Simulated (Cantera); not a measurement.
Feed: 1 mol (CH₃)₂SiCl₂, 2.2 mol H₂, held at 2277 °C and 13.3 mbar.

Equilibrium computed with Cantera from the NASA thermochemical tables; the gas is ideal and each condensed phase is pure. Candidate condensed phases: C, C₆H₆, C₇H₈, C₈H₁₈, Si, SiC; 109 gas species. The feed counts by its element totals alone. The tables' values for SiCl, SiCl₃ are old estimates; treat these amounts as uncertain. Gases not in the tables: Si₂H₆ and higher silanes. The numbers say what is thermodynamically allowed, not how fast it happens.

Base state: H₂ 0.469, H 0.185, HCl 0.172, Si 0.0709, Cl 0.0477, SiC₂ 0.0212, SiCl₂ 0.0123, SiCl 0.00759 (mole fractions); condensed: C(graphite).

**Question.** What changes in the equilibrium state with this change: H₂ from 2.2 to 570 mol?

**Answer.** 
```json
[
 {"species": "H₂", "before": "0.469", "after": "0.759"},
 {"species": "H", "before": "0.185", "after": "0.235"},
 {"species": "HCl", "before": "0.172", "after": "0.00252"},
 {"species": "Si", "before": "0.0709", "after": "0.00143"},
 {"species": "SiCl₂", "before": "0.0123", "after": "3.30e-8"},
 {"species": "SiC₂", "before": "0.0212", "after": "6.02e-5"},
 {"species": "Cl", "before": "0.0477", "after": "0.000549"},
 {"species": "SiCl₃", "before": "1.83e-5", "after": "<1e-9"},
 {"species": "Si₂C", "before": "0.00591", "after": "9.04e-7"},
 {"species": "SiCl", "before": "0.00759", "after": "1.76e-6"},
 {"species": "C(graphite), mol", "before": "1.51", "after": "0"}
]
```
